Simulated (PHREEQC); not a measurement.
## Leach liquor: an equilibrium model

A solution holds 0.32 mol/kgw H2SO4 and 0.00031 mol/kgw Li2SO4, at 5 °C. Closed to the air; pH follows from the charge balance.

Equilibrium calculation in PHREEQC: ion-association model, phreeqc.dat.

Each row changes one thing in this solution. This is a speciation only: nothing precipitates in the calculation.

```csv
case,pH,ionic strength (mol/kgw),HSO4- (mol/kgw),SO4-2 (mol/kgw)
as made,0.55,0.414,0.273,0.0471
diluted 2-fold with water,0.81,0.226,0.127,0.0328
0.091 mol/kgw NH3 added,0.64,0.431,0.254,0.0554
diluted 100-fold with water,2.28,0.00827,0.000668,0.00253
Li2SO4 replaced by (NH4)2SO4 at the same molality,0.55,0.414,0.273,0.0471
Li2SO4 left out,0.55,0.414,0.273,0.0470
Li2SO4 replaced by MnSO4 at the same molality,0.55,0.415,0.273,0.0471
```

Complexes and solids missing from the database can't appear. Away from 25 °C the constants follow the database's enthalpies or fits; those with neither stay at their 25 °C values.
